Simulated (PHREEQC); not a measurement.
PHREEQC input (ion-association model, wateq4f.dat):

```
SOLUTION_MASTER_SPECIES
  An  An-  0  An  62.0  # stands for a non-complexing anion
SOLUTION_SPECIES
  An- = An-
    -log_k 0
    -gamma 3.0 0
PHASES
  Fix_H+
    H+ = H+
    -log_k 0
SOLUTION 1
  temp 25
  units mmol/kgw
  pH 7 charge
  As(3) 0.0043
  Na 50.0043
  Cl 0.0088
  Zn 0.0044
  An 50
END
SELECTED_OUTPUT 1
  -reset false
  -pH true
  -pe true
  -ionic_strength true
  -water true
  -totals As Cl Na Zn As(3) As(5)
  -molalities Hfo_wOH Hfo_wOH2+ Hfo_wO- Hfo_sOH Hfo_sOH2+ Hfo_sO- Hfo_wH2AsO3 Hfo_sOZn+ Hfo_wOZn+
  -saturation_indices Zn(OH)2-e Zn5(OH)8Cl2 Arsenolite Halite
USER_PUNCH 1
  -headings sigma psi
  10 PUNCH EDL("sigma", "Hfo"), EDL("psi", "Hfo")
PRINT
  -reset false
USE solution 1
SURFACE 1
  Hfo_wOH 0.000130337 600 0.058
  Hfo_sOH 3.25843e-06
EQUILIBRIUM_PHASES 1
  Fix_H+ -4 HAn 10
    -force_equality true
END
# ... the last block is repeated for the other 16 points of pH, with NaOH or the acid as the point needs
```

Selected output (columns that matter, 17 of 17 rows; pH added in front):

```
pH	mu	As	Na	Zn	m_Hfo_wOH	m_Hfo_wOH2+	m_Hfo_wO-	m_Hfo_sOH	si_Zn(OH)2-e	si_Zn5(OH)8Cl2	si_Arsenolite	si_Halite	sigma	psi
4	0.050187	5.7099e-07	0.050004	4.3997e-06	2.5074e-05	0.00010139	1.4206e-07	6.4527e-07	-9.1751	-45.165	-11.095	-8.1131	0.28797	0.15873
4.5	0.050097	3.5229e-07	0.050004	4.3976e-06	4.3025e-05	8.2853e-05	5.1184e-07	1.1084e-06	-8.1751	-41.165	-11.514	-8.113	0.2342	0.14821
5	0.050061	2.5455e-07	0.050004	4.3819e-06	6.1022e-05	6.3935e-05	1.3342e-06	1.566e-06	-7.1766	-37.173	-11.796	-8.113	0.17808	0.13427
5.5	0.050044	2.0761e-07	0.050004	4.2723e-06	7.5701e-05	4.7792e-05	2.7469e-06	1.8805e-06	-6.1876	-33.228	-11.973	-8.1129	0.12836	0.11771
6	0.050033	1.8387e-07	0.050004	3.7123e-06	8.6023e-05	3.5372e-05	4.7925e-06	1.7751e-06	-5.2488	-29.534	-12.079	-8.1129	0.088448	0.099143
6.5	0.050022	1.721e-07	0.050004	2.4422e-06	9.2341e-05	2.6271e-05	7.4356e-06	1.0715e-06	-4.4313	-26.446	-12.139	-8.1129	0.05826	0.079028
7	0.050014	1.6802e-07	0.050004	1.1595e-06	9.5241e-05	1.9983e-05	1.0399e-05	4.5516e-07	-3.7569	-24.074	-12.165	-8.1129	0.035688	0.057272
7.5	0.050009	1.6991e-07	0.050004	2.9917e-07	9.5894e-05	1.586e-05	1.3283e-05	2.5145e-07	-3.3535	-23.057	-12.171	-8.1129	0.018535	0.033807
8	0.050009	1.7965e-07	0.050008	4.634e-08	9.5734e-05	1.3203e-05	1.5903e-05	2.1656e-07	-3.203	-23.305	-12.172	-8.1129	0.0045659	0.0088976
8.5	0.050014	2.1062e-07	0.050016	9.0079e-09	9.5099e-05	1.1139e-05	1.86e-05	2.1072e-07	-3.1193	-23.886	-12.172	-8.1128	-0.0085624	-0.016484
9	0.050026	3.0611e-07	0.05003	4.6624e-09	9.3774e-05	9.1575e-06	2.1998e-05	2.0725e-07	-3.0331	-24.455	-12.181	-8.1127	-0.023499	-0.041391
9.5	0.050056	5.8724e-07	0.050064	5.0101e-09	9.1222e-05	7.0862e-06	2.6902e-05	2.0155e-07	-2.9217	-24.898	-12.22	-8.1124	-0.042885	-0.06509
10	0.050146	1.2951e-06	0.050158	7.001e-09	8.6622e-05	5.014e-06	3.4283e-05	1.9135e-07	-2.7716	-25.148	-12.359	-8.1117	-0.069159	-0.08711
10.5	0.05042	2.5031e-06	0.050439	1.1913e-08	7.8843e-05	3.1554e-06	4.5131e-05	1.7426e-07	-2.5711	-25.146	-12.724	-8.1097	-0.10448	-0.10721
11	0.051273	3.5963e-06	0.051301	2.7537e-08	6.6449e-05	1.683e-06	6.0102e-05	1.4784e-07	-2.3017	-24.8	-13.39	-8.1034	-0.15022	-0.12503
11.5	0.053969	4.1118e-06	0.054006	1.0632e-07	4.9037e-05	6.9659e-07	7.9081e-05	1.1388e-07	-1.9393	-23.991	-14.272	-8.0845	-0.20594	-0.13975
12	0.062613	4.2642e-06	0.062661	6.817e-07	2.8789e-05	1.8905e-07	0.00010043	9.5757e-08	-1.5489	-23.05	-15.253	-8.03	-0.26857	-0.14951
```
